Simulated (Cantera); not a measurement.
An isothermal, constant-pressure homogeneous reactor starts with NO : N2 = 1 : 0.36 (molar parts), at 1775 K and 4300 Pa.

Computed with Cantera and GRI-Mech 3.0 (53 species, 325 reactions). Radical loss at walls, strong at low pressure, is not modelled.

One state of this run: x NO = 0.717; x N2 = 0.274; x NO2 = 9.23e-5; x O2 = 0.00911; x N2O = 0.000186; x O = 7.18e-5. x: mole fraction; the columns are a selection and need not sum to one.

Which value of t (s) does it belong to?
A. 0.000200
B. 7.00
C. 0.0101
D. 1.89

D, 1.89
